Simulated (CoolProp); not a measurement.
R152A along the isotherm 500 K: density (kg/m³) from the reference equation and from simpler models built on Tc = 386.4 K, pc = 4.517 MPa, ω = 0.275; each cubic takes its own stable root.

Model: reference Helmholtz-energy equation of state, Outcalt 1996, in CoolProp. It is a modified Benedict-Webb-Rubin equation, recast in Helmholtz form.

```csv
p (MPa),phase,reference
0.251,gas,4.020
0.502,gas,8.105
0.753,gas,12.26
1,gas,16.41
1.25,gas,20.69
1.51,gas,25.21
1.76,gas,29.63
2.01,gas,34.14
2.26,gas,38.72
```

How far does each simpler model (ideal gas, Soave-Redlich-Kwong, Peng-Robinson) lie from the reference over these 9 states: mean and median of the absolute difference, and the worst?


- ideal gas: mean 4.0 %, median 4.0 %, worst -7.3 % at 500 K and 2.26 MPa
- Soave-Redlich-Kwong: mean 0.5 %, median 0.5 %, worst -0.9 % at 500 K and 2.26 MPa
- Peng-Robinson: mean 0.3 %, median 0.3 %, worst +0.5 % at 500 K and 2.26 MPa
